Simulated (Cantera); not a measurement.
## Ignition delay

Mixture: 3.73 % CH4, 16.5 % O2, 62.2 % N2, 17.5 % CO2, equivalence ratio 0.45, at 1000000 Pa, adiabatic and at constant volume. Ignition delay is the time to a rise of 400 K.

Detailed kinetics in Cantera: GRI-Mech 3.0 (53 species, 325 reactions).

```
T0 (K)  delay (ms)
------  ----------
1173          5.87
1248          2.34
1323          1.02
1398         0.469
1473         0.229
1548         0.117
1623        0.0630
1698        0.0356
```

- apparent activation energy between 1548 and 1698 K: 170 kJ/mol
